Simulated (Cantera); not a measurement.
Input: 1 mol B₂H₆, 1.1 mol N₂, held at 1000 °C and 13300 Pa.

Cantera equilibrium calculation (NASA polynomials, part measured and part estimated; ideal gas, pure solids and liquids). Candidate condensed phases: B, BN; 15 gas species. The feed counts by its element totals alone. N₂ is the only nitrogen source here; it is nearly inert below about 1500 K, so the nitride shown seldom forms there in practice. Rates play no part.

Base state: H₂ 0.968, N₂ 0.0323 (mole fractions); condensed: BN(s).

Task: What changes in the equilibrium state with this change: temperature from 1000 °C to 1752 °C?

Result: 
```tsv
species	before	after
H₂	0.968	0.962
N₂	0.0323	0.0322
H	1.93e-6	0.00517
BH₂	<1e-9	0.000103
BN(s), mol	2.00	2.00
```
The tables' values for BH₂ are old estimates; treat these amounts as uncertain.

Task: What changes in the equilibrium state with this change: temperature from 1000 °C to 1652 °C?

Result: 
```
species      before    after
----------  -------  -------
H₂            0.968    0.965
N₂           0.0323   0.0322
H           1.93e-6  0.00257
BH₂           <1e-9  2.67e-5
BN(s), mol     2.00     2.00
```
The tables' values for BH₂ are old estimates; treat these amounts as uncertain.
